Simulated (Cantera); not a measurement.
**Premixed flame**

A freely propagating, adiabatic, planar premixed flame of 35.3 % H2, 13.6 % O2, 51.1 % N2, equivalence ratio 1.3, unburnt at 400 K and 2.27 atm; multicomponent+Soret transport, grid criteria slope 0.08 and curve 0.16, no radiation.

Detailed kinetics in Cantera: the H2/O2 subset of GRI-Mech 3.0, which has no nitrogen chemistry. The hydrogen kinetics of GRI-Mech 3.0 are dated; newer H2 mechanisms differ, most at raised pressure. Burning velocities carry a grid error of a few per cent, more on coarse grids.

```tsv
z (mm)	T (K)	u (m/s)	x H2	x O2	x O	x OH	x H2O2	x H2O
-0.373	400	4.19	0.353	0.136	<1e-8	<1e-8	<1e-8	<1e-8
-0.249	400	4.19	0.353	0.136	<1e-8	<1e-8	<1e-8	<1e-8
-0.187	400	4.19	0.353	0.136	<1e-8	<1e-8	<1e-8	3.35e-8
-0.124	400	4.19	0.351	0.136	1.23e-8	<1e-8	1.48e-8	1.54e-6
-0.0622	424	4.29	0.326	0.141	2.64e-6	1.42e-5	1.20e-5	0.000755
-0.0311	713	6.91	0.280	0.136	0.000204	0.00117	0.000107	0.0244
0	1196	11.4	0.207	0.101	0.00262	0.00253	2.48e-5	0.102
0.0311	1536	14.5	0.130	0.0486	0.00606	0.00659	4.45e-6	0.197
0.0622	1714	16.2	0.0945	0.0210	0.00645	0.00987	2.49e-6	0.246
0.124	1883	17.6	0.0835	0.00874	0.00538	0.0122	1.33e-6	0.270
0.249	2037	18.9	0.0846	0.00545	0.00371	0.0123	7.03e-7	0.281
0.497	2173	20.0	0.0854	0.00320	0.00213	0.0108	3.99e-7	0.291
0.995	2278	20.8	0.0854	0.00161	0.00104	0.00841	2.37e-7	0.300
```
x: mole fraction of selected species; z is measured from the peak of heat release.

The laminar burning velocity is 419 cm/s. The thermal thickness comes out as 0.124 mm. The peak x(O) is 0.00653. The peak x(OH) is 0.0125 and the peak x(H2O2) is 0.000108. The grid points is 114.
